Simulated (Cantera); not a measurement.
What does this Cantera script print?

```python
import numpy as np
import cantera as ct

gas = ct.Solution("gri30.yaml")
gas.TPX = 750, 1000000, {'CH3OH': 1, 'O2': 2.21, 'N2': 8.29, 'H2O': 2}
inlet = ct.Reservoir(gas, clone=True)
gas.equilibrate("HP")  # start burning
reactor = ct.IdealGasConstPressureReactor(gas, energy="on", clone=False)
exhaust = ct.Reservoir(gas, clone=True)
tau = [0.48, 0.15, 0.045, 0.014, 0.0043, 0.0013, 0.00041, 0.00013, 3.9e-05, 1.2e-05, 3.7e-06][0]
for a, b in ((inlet, reactor), (reactor, exhaust)):
    ct.MassFlowController(a, b, mdot=lambda t: reactor.mass / tau)
net = ct.ReactorNet([reactor])
show = ['CH3OH', 'O2', 'H2O', 'NO', 'CH2CO']

rows = []
print(f"{'tau/s':>10s}{'T/K':>9s}" + "".join(f"{s:>11s}" for s in show))
for tau in [0.48, 0.15, 0.045, 0.014, 0.0043, 0.0013, 0.00041, 0.00013, 3.9e-05, 1.2e-05, 3.7e-06]:
    net.initial_time = 0.0
    net.advance(30 * tau)
    before = gas.X
    net.advance(40 * tau)
    drift = np.max(np.abs(gas.X - before) / (gas.X + 1e-9))
    rows.append([gas.T, *gas[show].X, drift])
    print(f"{tau:10.3e}{gas.T:9.1f}" + "".join(f"{x:11.3e}" for x in gas[show].X))
```

It prints:

```
     tau/s      T/K      CH3OH         O2        H2O         NO      CH2CO
 4.800e-01   1972.2  8.081e-08  5.012e-02  2.849e-01  7.175e-04  4.034e-13
 1.500e-01   1973.0  2.545e-07  5.035e-02  2.849e-01  2.586e-04  1.432e-12
 4.500e-02   1972.8  8.225e-07  5.045e-02  2.848e-01  8.652e-05  6.186e-12
 1.400e-02   1971.5  2.452e-06  5.053e-02  2.847e-01  3.327e-05  3.033e-11
 4.300e-03   1967.8  6.811e-06  5.068e-02  2.844e-01  1.599e-05  1.536e-10
 1.300e-03   1959.1  1.762e-05  5.105e-02  2.838e-01  9.947e-06  6.930e-10
 4.100e-04   1941.5  4.243e-05  5.195e-02  2.826e-01  7.030e-06  2.690e-09
 1.300e-04   1904.7  1.052e-04  5.420e-02  2.805e-01  4.439e-06  1.151e-08
 3.900e-05   1780.7  4.629e-04  6.342e-02  2.750e-01  1.137e-06  1.216e-07
 1.200e-05    750.0  7.407e-02  1.637e-01  1.481e-01 -8.281e-22 -1.407e-21
 3.700e-06    750.0  7.407e-02  1.637e-01  1.481e-01 -1.507e-24 -2.559e-24
```

Cantera simulation using GRI-Mech 3.0 (53 species, 325 reactions); the numbers are that mechanism's predictions, not measurements. GRI-Mech 3.0 was tuned for natural gas; its chemistry of methanol as a main component is partial and can be far from experiment.
